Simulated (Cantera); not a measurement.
Input: 1 mol MgO, 5.2 mol O2, held at 33.8 Torr.

These are equilibrium values from Cantera (NASA tables, ideal gas, pure condensed phases), not measurements of a reactor. Candidate condensed phases: Mg, MgO; 6 gas species. Kinetics and transport are ignored. All values below are at 1602 °C.

Base state: O2 0.999, O 0.00113 (mole fractions); condensed: MgO(s).

Problem. What changes in the equilibrium state with this change: pressure from 33.8 Torr to 100 Torr?

Solution. 
```csv
species,before,after
O2,0.999,0.999
O,0.00113,0.000659
"MgO(s), mol",1.00,1.00
```
